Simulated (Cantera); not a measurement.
What does this Cantera script print?

```python
import numpy as np
import cantera as ct

gas = ct.Solution("gri30.yaml")
gas.TPX = 498, 720000, {'CH4': 1, 'O2': 2.15, 'N2': 8.09}
flame = ct.FreeFlame(gas, width=0.01)
flame.set_refine_criteria(ratio=3, slope=0.08, curve=0.16)
flame.transport_model = "mixture-averaged"
flame.solve(loglevel=0, auto=True)
z, T = flame.grid, flame.T
thick = (T[-1] - T[0]) / np.gradient(T, z).max()
show = ['CH4', 'O2', 'NO', 'C2H2', 'CO', 'N2O']
print(f"laminar burning velocity  {flame.velocity[0] * 100:.3f} cm/s")
print(f"burnt temperature         {T[-1]:.1f} K")
print(f"thermal thickness         {thick * 1e3:.4f} mm")
print(f"grid points               {len(z)}")
z0 = z[flame.heat_release_rate.argmax()]
print(f"{'z/mm':>9s}{'T/K':>9s}{'u/(m/s)':>9s}" + "".join(f"{s:>11s}" for s in show))
rows = []
for k in (-3, -2, -1.5, -1, -0.5, -0.25, 0, 0.25, 0.5, 1, 2, 4, 8):
    zz = z0 + k * thick
    rows.append([k * thick, np.interp(zz, z, T), np.interp(zz, z, flame.velocity),
                 *(np.interp(zz, z, flame.X[gas.species_index(s)]) for s in show)])
    print(f"{rows[-1][0] * 1e3:9.3f}{rows[-1][1]:9.1f}{rows[-1][2]:9.3f}" + "".join(f"{x:11.3e}" for x in rows[-1][3:]))
```

Result:

```
laminar burning velocity  39.516 cm/s
burnt temperature         2315.0 K
thermal thickness         0.0945 mm
grid points               140
     z/mm      T/K  u/(m/s)        CH4         O2         NO       C2H2         CO        N2O
   -0.283    498.7    0.396  8.884e-02  1.911e-01  8.823e-10  1.102e-08  1.034e-05  2.006e-11
   -0.189    504.4    0.401  8.833e-02  1.905e-01  8.642e-09  1.349e-07  9.720e-05  2.676e-10
   -0.142    523.0    0.416  8.696e-02  1.890e-01  3.995e-08  6.923e-07  4.128e-04  1.463e-09
   -0.094    624.1    0.499  8.045e-02  1.810e-01  3.313e-07  5.370e-06  2.384e-03  1.256e-08
   -0.047   1070.0    0.865  5.328e-02  1.411e-01  4.188e-06  4.068e-05  1.312e-02  1.061e-07
   -0.024   1485.2    1.206  2.761e-02  9.919e-02  1.059e-05  9.244e-05  2.473e-02  2.417e-07
    0.000   1888.7    1.536  4.824e-03  5.332e-02  1.977e-05  1.311e-04  3.351e-02  4.563e-07
    0.024   2061.5    1.668  1.386e-04  3.116e-02  3.042e-05  8.983e-06  2.561e-02  7.150e-07
    0.047   2134.6    1.719  2.125e-06  2.471e-02  3.755e-05  1.181e-07  1.746e-02  8.565e-07
    0.094   2211.7    1.772  1.509e-09  2.032e-02  4.668e-05  6.605e-11  1.085e-02  8.891e-07
    0.189   2271.9    1.814  1.131e-13  1.735e-02  5.897e-05  2.465e-15  6.671e-03  7.887e-07
    0.378   2304.1    1.837  3.451e-15  1.574e-02  7.611e-05  1.744e-18  4.274e-03  6.368e-07
    0.756   2314.2    1.843  1.057e-16  1.521e-02  1.042e-04  3.840e-20  3.440e-03  5.696e-07
```

Computed with Cantera and GRI-Mech 3.0 (53 species, 325 reactions). Burning velocities carry a grid error of a few per cent, more on coarse grids.
